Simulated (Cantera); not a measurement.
Feed: 1 mol Si, 0.36 mol H₂O, 30 mol H₂, held at 0.300 Pa.

Equilibrium computed with Cantera from the NASA thermochemical tables; the gas is ideal and each condensed phase is pure. Candidate condensed phases: H₂O, Si, SiO₂; 18 gas species. The numbers say what is thermodynamically allowed, not how fast it happens. All values below are at 1523 K.

Base state: H₂ 0.969, H 0.0131, SiO 0.0116, Si 0.00601, SiH 2.99e-5 (mole fractions); condensed: Si(s).

Problem. What changes in the equilibrium state with this change: H₂O from 0.36 to 0.004 mol?

Solution. 
```tsv
species	before	after
H₂	0.969	0.981
H	0.0131	0.0132
Si	0.00601	0.00601
SiO	0.0116	0.000132
SiH	2.99e-5	3.01e-5
Si(s), mol	0.451	0.812
```
